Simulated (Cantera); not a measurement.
A perfectly stirred reactor is fed with 3.85 % CH₄, 0.358 % H₂, 19.2 % O₂, 72.4 % N₂, 4.23 % CO₂, at 5.00 bar; it is adiabatic with a 775 K inlet, and is followed from long to short residence time, starting on the burning branch (τ in s: 0.18, 0.07, 0.028, 0.011, 0.0043, 0.0017, 0.00067, 0.00027, 0.0001, 4.1e-05, 1.6e-05, 6.4e-06).

Computed with Cantera and GRI-Mech 3.0 (53 species, 325 reactions).

Predict: blow-out, bracketed by the residence times tried; x(CH₄) at τ = 0.180 s; x(H₂) at τ = 0.180 s; x(O₂) at τ = 0.180 s; x(O) at τ = 0.180 s; x(CH₂) at τ = 0.180 s; x(CH₄) at τ = 0.670 ms; x(H₂) at τ = 0.670 ms; x(O₂) at τ = 0.670 ms; x(O) at τ = 0.670 ms; x(CH₂) at τ = 0.670 ms.


* **blow-out, bracketed by the residence times tried**: burning at 0.670 ms, out at 0.270 ms
* **x(CH₄) at τ = 0.180 s**: 6.09e-6
* **x(H₂) at τ = 0.180 s**: 5.30e-6
* **x(O₂) at τ = 0.180 s**: 0.113
* **x(O) at τ = 0.180 s**: 9.45e-6
* **x(CH₂) at τ = 0.180 s**: 2.20e-9
* **x(CH₄) at τ = 0.670 ms**: 0.000396
* **x(H₂) at τ = 0.670 ms**: 0.000319
* **x(O₂) at τ = 0.670 ms**: 0.117
* **x(O) at τ = 0.670 ms**: 0.000184
* **x(CH₂) at τ = 0.670 ms**: 3.33e-7
